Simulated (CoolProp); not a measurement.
Water at 360 K and 0.0101 MPa flows at 0.24 m/s in a round tube of 20 mm bore and 0.25 µm roughness, fully developed (64/Re and Nu = 3.66 if laminar; Colebrook and Gnielinski if turbulent). Each further row changes one setting.

The numbers come from the reference Helmholtz-energy equation of state, Wagner 2002 in CoolProp.

```csv
case,Reynolds number,Darcy friction factor,pressure drop (Pa/m),heat-transfer coefficient (W/(m² K)),mass flow (kg/h)
as stated,24.7,2.59,0.227,4.23,0.0165
velocity 0.48 m/s,49.4,1.30,0.455,4.23,0.0331
diameter 40 mm,49.4,1.30,0.0568,2.12,0.0661
```

Viscosity comes from a separate model (Huber 2009). Thermal conductivity comes from a separate model (Huber 2012).
